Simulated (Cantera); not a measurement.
Input: 1 mol CaCO3, 0.016 mol C, 0.13 mol H2O, equilibrated at 10.0 mbar.

Cantera equilibrium calculation (NASA polynomials, part measured and part estimated; ideal gas, pure solids and liquids). Candidate condensed phases: C, C6H6, C7H8, C8H18, Ca, CaCO3, CaO, Ca(OH)2, H2O; 115 gas species. The numbers say what is thermodynamically allowed, not how fast it happens.

x: gas mole fraction; n: condensed amount in mol.

```
T (K)  x CO2  x H2O    x CO        x O2        x OH  n CaO(s)
-----  -----  -----  ------  ----------  ----------  --------
1550   0.860  0.112  0.0267     1.06e-5     3.36e-5      1.00
1600   0.860  0.112  0.0269     4.07e-5     6.99e-5      1.00
1650   0.859  0.112  0.0272    0.000142    0.000139      1.00
1700   0.858  0.112  0.0279  (withheld)  (withheld)     1.000
1750   0.856  0.112  0.0295  (withheld)  (withheld)     1.000
1800   0.851  0.111  0.0328     0.00285    0.000786     1.000
1850   0.842  0.111  0.0383     0.00559     0.00124     1.000
1900   0.830  0.110  0.0465     0.00961     0.00187     1.000
1950   0.814  0.108  0.0573      0.0150     0.00271     1.000
```

Task: What belongs in the gaps?

Result: 
- 1700, x O2: 0.000448
- 1700, x OH: 0.000262
- 1750, x O2: 0.00123
- 1750, x OH: 0.000468
